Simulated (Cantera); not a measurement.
A perfectly stirred reactor is fed with 58.8 % CH4, 41.2 % CO2, at 10.0 bar; it is held at 2100 K, and followed from long to short residence time.

Model: GRI-Mech 3.0 (53 species, 325 reactions), integrated in Cantera.

Question: Predict: x(CH4) at τ = 5.60 s; x(CO2) at τ = 5.60 s; x(C2H2) at τ = 5.60 s; x(C2H6) at τ = 5.60 s; x(CH4) at τ = 91.0 ms; x(CO2) at τ = 91.0 ms; x(C2H2) at τ = 91.0 ms; x(C2H6) at τ = 91.0 ms.

Answer: 
```json
{
 "x(CH4) at τ = 5.60 s": "0.00686",
 "x(CO2) at τ = 5.60 s": "4.38e-5",
 "x(C2H2) at τ = 5.60 s": "0.0402",
 "x(C2H6) at τ = 5.60 s": "1.56e-6",
 "x(CH4) at τ = 91.0 ms": "0.00960",
 "x(CO2) at τ = 91.0 ms": "0.00202",
 "x(C2H2) at τ = 91.0 ms": "0.0462",
 "x(C2H6) at τ = 91.0 ms": "2.67e-6"
}
```
